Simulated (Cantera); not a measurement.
Cantera run:

```python
import numpy as np
import cantera as ct

gas_names = """
    Ca CaCL CaCL2 CaO Ca2 CL CLO CL2 N NO NO2 NO3 N2 N2O O O2 O3
""".split()
cond_names = """
    Ca(a) Ca(b) Ca(L) CaCL2(s) CaCL2(L) CaO(s) CaO(L)
""".split()


# ... load() reads the species with a 1 bar reference pressure and builds the phases ...
atoms = {
    'CaO': {'Ca': 1, 'O': 1},
    'Cl2': {'CL': 2},
    'N2': {'N': 2},
}
top_T = {}  # K; cautious upper limits of use, not melting points


# ... equilibrate(T, P, feed) seeds the gas with the atoms and calls Mixture.equilibrate('TP', solver="vcs", rtol=1e-11, max_steps=5000) ...
results = []
feed = {'CaO': 1, 'Cl2': 6.7, 'N2': 96}  # mol
P = 1.1  # Pa
for T in [1225, 1275, 1325, 1375, 1425, 1475, 1525, 1575, 1625, 1675, 1725, 1775, 1825, 1875]:
    mix = equilibrate(T, P, feed)
    results.append((T, P, feed, dict(zip(mix.species_names, mix.species_moles))))

top = {s: max(r[3][s] / sum(r[3][g] for g in gas_names) for r in results) for s in gas_names}
cols = sorted((s for s in top if top[s] > 1e-05), key=lambda s: -top[s])[:7]
seen = [c for c in cond_names if any(r[3].get(c, 0) > 1e-12 for r in results)]
print("log10 of partial pressures in bar; condensed amounts in mol")
print(f"{'T/K':>10s}" + "".join(f"{s[:9]:>10s}" for s in cols + seen))
for T, P, feed, n in results:
    ng = sum(n[g] for g in gas_names)
    print(f"{T:10.4g}" + "".join(f"{np.log10(max(n[s] / ng * P / 1e5, 1e-99)):10.3f}" for s in cols)
          + "".join(f"{n.get(c, 0):10.4g}" for c in seen))
```

Result:

```
log10 of partial pressures in bar; condensed amounts in mol
       T/K        N2        CL     CaCL2        O2         O       CL2        NO
      1225    -5.012    -5.962    -6.994    -7.297   -11.025    -7.496    -9.392
      1275    -5.013    -5.948    -6.995    -7.299   -10.601    -7.886    -9.240
      1325    -5.013    -5.943    -6.995    -7.300   -10.210    -8.263    -9.099
      1375    -5.013    -5.940    -6.996    -7.302    -9.847    -8.618    -8.969
      1425    -5.013    -5.940    -6.996    -7.304    -9.510    -8.951    -8.848
      1475    -5.013    -5.939    -6.996    -7.307    -9.196    -9.263    -8.736
      1525    -5.013    -5.939    -6.996    -7.312    -8.903    -9.555    -8.632
      1575    -5.013    -5.939    -6.996    -7.320    -8.630    -9.829    -8.537
      1625    -5.014    -5.939    -6.996    -7.331    -8.376   -10.086    -8.449
      1675    -5.014    -5.939    -6.996    -7.349    -8.141   -10.329    -8.370
      1725    -5.014    -5.939    -6.996    -7.376    -7.925   -10.558    -8.301
      1775    -5.014    -5.939    -6.998    -7.417    -7.728   -10.774    -8.244
      1825    -5.014    -5.939    -7.000    -7.478    -7.552   -10.978    -8.200
      1875    -5.014    -5.939    -7.007    -7.565    -7.401   -11.171    -8.174
```

Method: chemical equilibrium by Gibbs-energy minimisation in Cantera with the NASA 1993 tables (ideal gas, pure condensed phases).
